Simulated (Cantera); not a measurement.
Cantera run, input and output.

```python
import numpy as np
import cantera as ct

gas = ct.Solution("gri30.yaml")


def delay(T, t_max=10):
    gas.TPX = T, 500000, {'CO': 1, 'H2': 0.084, 'CH4': 0.11, 'O2': 0.586, 'N2': 2.2}
    reactor = ct.IdealGasReactor(gas, clone=False)
    net = ct.ReactorNet([reactor])
    net.rtol, net.atol = 1e-8, 1e-16
    while net.time < t_max:
        t_old, T_old = net.time, reactor.T
        net.step()
        if reactor.T > T + 400:  # ignition: a rise of 400 K
            return t_old + (T + 400 - T_old) / (reactor.T - T_old) * (net.time - t_old)
    return np.nan


taus = []
for T in [1300, 1400, 1500, 1600, 1700, 1800, 1900, 2000]:
    taus.append(delay(T))
    print(f"T0 = {T:6g} K   tau = {taus[-1]:.4e} s")
```

Result:

```
T0 =   1300 K   tau = 9.1772e-05 s
T0 =   1400 K   tau = 4.6796e-05 s
T0 =   1500 K   tau = 2.6492e-05 s
T0 =   1600 K   tau = 1.6390e-05 s
T0 =   1700 K   tau = 1.0849e-05 s
T0 =   1800 K   tau = 7.5211e-06 s
T0 =   1900 K   tau = 5.3825e-06 s
T0 =   2000 K   tau = 3.9496e-06 s
```

Computed with Cantera and GRI-Mech 3.0 (53 species, 325 reactions).
